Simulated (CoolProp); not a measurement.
Computed with CoolProp (reference Helmholtz-energy equation of state, Lemmon 2006). It is a short technical equation, of lower accuracy than the large ones.

**Question.** Give the vapour pressure (kPa), liquid density (kg/m³), vapour density (kg/m³) of saturated isohexane at 314, 321 K.

**Answer.** 
```
T (K)  p (kPa)  liquid density (kg/m³)  vapour density (kg/m³)
-----  -------  ----------------------  ----------------------
314       52.3                     634                    1.78
321       67.2                     627                    2.25
```
